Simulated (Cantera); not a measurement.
**Low-pressure radical oxidation in H2/O2**

An isothermal, constant-pressure homogeneous reactor starts with 0.833 % H2, 39.7 % O2, 59.5 % N2, at 1275 K and 20.0 Torr.

Computed with Cantera and the H2/O2 subset of GRI-Mech 3.0, which has no nitrogen chemistry. Radical loss at walls, strong at low pressure, is not modelled.

| t (s) | x H2 | x O2 | x H2O2 | x H2O | x H | x HO2 | x OH |
|---|---|---|---|---|---|---|---|
| 3.00e-5 | 0.00833 | 0.397 | <1e-12 | 1.27e-11 | 4.92e-10 | 6.92e-10 | 2.07e-10 |
| 8.77e-5 | 0.00833 | 0.397 | <1e-12 | 2.30e-10 | 9.66e-10 | 2.03e-9 | 1.19e-9 |
| 0.000256 | 0.00833 | 0.397 | 1.84e-12 | 3.46e-9 | 2.25e-9 | 5.93e-9 | 5.95e-9 |
| 0.000750 | 0.00833 | 0.397 | 1.49e-11 | 6.93e-8 | 1.50e-8 | 1.75e-8 | 5.39e-8 |
| 0.00219 | 0.00831 | 0.397 | 1.46e-10 | 1.50e-5 | 2.48e-6 | 1.06e-7 | 9.27e-6 |
| 0.00641 | 0.000137 | 0.389 | 3.32e-8 | 0.00740 | 0.000650 | 1.13e-6 | 0.000928 |
| 0.0187 | 5.77e-5 | 0.390 | 2.34e-8 | 0.00769 | 0.000446 | 9.47e-7 | 0.000723 |
| 0.0548 | 3.93e-5 | 0.391 | 2.18e-8 | 0.00788 | 0.000246 | 8.02e-7 | 0.000598 |
| 0.160 | 1.67e-5 | 0.393 | 1.71e-8 | 0.00811 | 6.67e-5 | 5.28e-7 | 0.000391 |
| 0.468 | 3.99e-6 | 0.394 | 9.15e-9 | 0.00826 | 7.72e-6 | 2.30e-7 | 0.000192 |
| 1.37 | 6.88e-7 | 0.394 | 3.01e-9 | 0.00832 | 5.55e-7 | 6.64e-8 | 8.00e-5 |
| 4.00 | 1.20e-7 | 0.394 | 7.51e-10 | 0.00835 | 4.07e-8 | 1.63e-8 | 3.35e-5 |
| 11.7 | 2.54e-8 | 0.394 | 1.88e-10 | 0.00836 | 4.01e-9 | 5.84e-9 | 1.55e-5 |
| 34.2 | 7.48e-9 | 0.394 | 6.08e-11 | 0.00836 | 6.45e-10 | 4.98e-9 | 8.43e-6 |
| 100 | 4.62e-9 | 0.394 | 3.93e-11 | 0.00836 | 3.15e-10 | 5.48e-9 | 6.63e-6 |
x: mole fraction; the columns are a selection and need not sum to one.

Equilibrium at this temperature and pressure: H2 4.53e-9, O2 0.394, H2O2 3.87e-11, H2O 0.00836, H 3.06e-10, HO2 5.51e-9, OH 6.57e-6 (gas phase only).
